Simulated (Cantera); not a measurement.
Charge: 1 mol AlN, 0.58 mol Cl2, at 852 °C and 110000 Pa.

Equilibrium computed with Cantera from the NASA thermochemical tables; the gas is ideal and each condensed phase is pure. Candidate condensed phases: Al, AlCl3, AlN; 11 gas species. The tables' values for AlCl2 are old estimates; treat these amounts as uncertain. Equilibrium is a limit: real reactors are often held back by kinetics, nucleation or transport.

Base state: AlCl3 0.653, N2 0.337, Al2Cl6 0.0102, AlCl2 1.85e-5 (mole fractions); condensed: AlN(s).

**Question.** What changes in the equilibrium state with this change: temperature from 852 °C to 600 °C?

**Answer.** 
```json
[
 {"species": "AlCl3", "before": "0.653", "after": "0.446"},
 {"species": "N2", "before": "0.337", "after": "0.389"},
 {"species": "Al2Cl6", "before": "0.0102", "after": "0.166"},
 {"species": "AlCl2", "before": "1.85e-5", "after": "2.08e-8"},
 {"species": "AlN(s), mol", "before": "0.613", "after": "0.613"}
]
```
